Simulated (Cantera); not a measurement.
Input: 1 mol PbI2, 7.4 mol H2, 0.37 mol N2, held at 1927 °C and 100 Torr.

Method: chemical equilibrium by Gibbs-energy minimisation in Cantera with the NASA 1993 tables (ideal gas, pure condensed phases). Candidate condensed phases: I2, Pb, PbI2; 17 gas species. Rates play no part.

Base state: H2 0.677, I 0.164, Pb 0.0887, N2 0.0346, HI 0.0185, H 0.0127, PbI 0.00481, PbI2 7.40e-5 (mole fractions); condensed: gas only.

Question: What changes in the equilibrium state with this change: pressure from 100 Torr to 3.30 Torr?

Answer: 
```json
[
 {"species": "H2", "before": "0.677", "after": "0.630"},
 {"species": "I", "before": "0.164", "after": "0.176"},
 {"species": "Pb", "before": "0.0887", "after": "0.0897"},
 {"species": "H", "before": "0.0127", "after": "0.0674"},
 {"species": "HI", "before": "0.0185", "after": "0.00349"},
 {"species": "N2", "before": "0.0346", "after": "0.0333"},
 {"species": "PbI2", "before": "7.40e-5", "after": "9.44e-8"},
 {"species": "PbI", "before": "0.00481", "after": "0.000173"},
 {"species": "I2", "before": "4.39e-5", "after": "1.68e-6"}
]
```

Question: What changes in the equilibrium state with this change: temperature from 1927 °C to 1052 °C?

Answer: 
```tsv
species	before	after
H2	0.677	0.810
PbI2	7.40e-5	0.0744
N2	0.0346	0.0412
I	0.164	0.0102
Pb	0.0887	0.00623
H	0.0127	4.03e-6
PbI	0.00481	0.0289
HI	0.0185	0.0273
PbI4	<1e-9	0.00183
I2	4.39e-5	4.78e-5
```
The tables' values for PbI4 are old estimates; treat these amounts as uncertain.
